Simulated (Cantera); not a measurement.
## AlN + HCl (nitride etching)

Feed: 1 mol AlN, 23 mol HCl, at 0.100 bar.

Equilibrium computed with Cantera from the NASA thermochemical tables; the gas is ideal and each condensed phase is pure. Candidate condensed phases: Al, AlCl3, AlN, NH4Cl; 20 gas species. The tables' values for AlCl2 are old estimates; treat these amounts as uncertain. Rates play no part.

| T (K) | x HCl | x H2 | x AlCl3 | x Cl | x N2 | x AlCl2 |
|---|---|---|---|---|---|---|
| 798 | 0.870 | 0.0653 | 0.0423 | 2.98e-11 | 0.0218 | 4.19e-11 |
| 898 | 0.870 | 0.0652 | 0.0433 | 1.15e-9 | 0.0217 | 1.40e-9 |
| 998 | 0.870 | 0.0652 | 0.0434 | 2.16e-8 | 0.0217 | 2.25e-8 |
| 1098 | 0.870 | 0.0652 | 0.0435 | 2.39e-7 | 0.0217 | 2.16e-7 |
| 1198 | 0.870 | 0.0652 | 0.0435 | 1.78e-6 | 0.0217 | 1.41e-6 |
| 1298 | 0.870 | 0.0652 | 0.0435 | 9.74e-6 | 0.0217 | 6.87e-6 |
| 1398 | 0.870 | 0.0652 | 0.0434 | 4.20e-5 | 0.0217 | 2.65e-5 |
| 1498 | 0.869 | 0.0652 | 0.0434 | 0.000149 | 0.0217 | 8.50e-5 |
| 1598 | 0.869 | 0.0653 | 0.0432 | 0.000453 | 0.0217 | 0.000234 |
| 1698 | 0.868 | 0.0654 | 0.0428 | 0.00121 | 0.0217 | 0.000569 |
| 1798 | 0.866 | 0.0656 | 0.0420 | 0.00288 | 0.0217 | 0.00124 |
| 1898 | 0.862 | 0.0661 | 0.0405 | 0.00625 | 0.0216 | 0.00243 |
| 1998 | 0.855 | 0.0670 | 0.0377 | 0.0125 | 0.0215 | 0.00434 |
| 2098 | 0.842 | 0.0685 | 0.0333 | 0.0230 | 0.0213 | 0.00697 |
x: gas mole fraction; nothing condenses.

From 798 K to 2098 K nothing is condensed. The main Al-bearing gas is AlCl3 throughout.
